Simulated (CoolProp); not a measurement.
Model: reference Helmholtz-energy equation of state, Lemmon 2005, in CoolProp.

Q: Give the vapour pressure (kPa), surface tension (mN/m), liquid viscosity (µPa s), vapour viscosity (µPa s) of saturated R125 at 259.7 K.

A: 
```json
[
 {"T (K)": "259.7", "p (kPa)": "428", "surface tension (mN/m)": "8.72", "liquid viscosity (µPa s)": "246", "vapour viscosity (µPa s)": "11.2"}
]
```

Viscosity comes from a separate model (Huber 2006). Surface tension comes from a separate correlation (Mulero 2012).
